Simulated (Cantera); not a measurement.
Charge: 1 mol toluene, 0.072 mol NH3, at 750 Torr.

Cantera equilibrium calculation (NASA polynomials, part measured and part estimated; ideal gas, pure solids and liquids). Candidate condensed phases: C, C6H6, C7H8, C8H18; 92 gas species. Rates play no part. All values below are at 752 °C.

Base state: H2 0.928, CH4 0.0632, N2 0.00922, NH3 4.25e-5 (mole fractions); condensed: C(graphite).

### Question
What changes in the equilibrium state with this change: NH3 from 0.072 to 0.011 mol?

### Answer
| species | before | after |
|---|---|---|
| H2 | 0.928 | 0.934 |
| CH4 | 0.0632 | 0.0642 |
| N2 | 0.00922 | 0.00145 |
| NH3 | 4.25e-5 | 1.70e-5 |
| C(graphite), mol | 6.75 | 6.76 |
